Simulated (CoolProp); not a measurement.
Saturation properties of methanol (Tc = 240.2 °C, pc = 8.216 MPa, ω = 0.565).

Computed with CoolProp (reference Helmholtz-energy equation of state, de Reuck 1993).

| T (°C) | p (MPa) | liquid density (kg/m³) | vapour density (kg/m³) | liquid cp (kJ/(kg K)) | liquid viscosity (µPa s) | liquid conductivity (mW/(m K)) |
|---|---|---|---|---|---|---|
| 72.15 | 0.1360 | 740.7 | 1.615 | 2.893 | 299 | 191 |
| 82.15 | 0.1954 | 730.3 | 2.283 | 2.986 | 268 | 189 |
| 92.15 | 0.2747 | 719.6 | 3.165 | 3.086 | 241 | 187 |
| 102.15 | 0.3783 | 708.5 | 4.315 | 3.192 | 218 | 185 |
| 112.15 | 0.5117 | 696.9 | 5.794 | 3.307 | 198 | 183 |
| 122.15 | 0.6804 | 684.6 | 7.680 | 3.430 | 179 | 181 |
| 132.15 | 0.8910 | 671.6 | 10.07 | 3.564 | 163 | 179 |
| 142.15 | 1.150 | 657.8 | 13.09 | 3.711 | 148 | 178 |
| 152.05 | 1.463 | 643.1 | 16.84 | 3.875 | 135 | 176 |
| 162.05 | 1.843 | 627.0 | 21.59 | 4.063 | 123 | 174 |
| 172.05 | 2.297 | 609.5 | 27.52 | 4.285 | 111 | 172 |
| 182.05 | 2.833 | 590.2 | 34.79 | 4.554 | 100 | 171 |
| 192.05 | 3.459 | 568.6 | 43.63 | 4.901 | 90.4 | 169 |
| 202.05 | 4.184 | 543.8 | 54.62 | 5.393 | 80.9 | 167 |
| 212.05 | 5.023 | 514.3 | 70.05 | 6.219 | 71.7 | 166 |

It boils at 64.5 °C under 1 atm.

Viscosity comes from a separate model (Xiang 2006). Thermal conductivity comes from a separate model (Sykioti 2013).
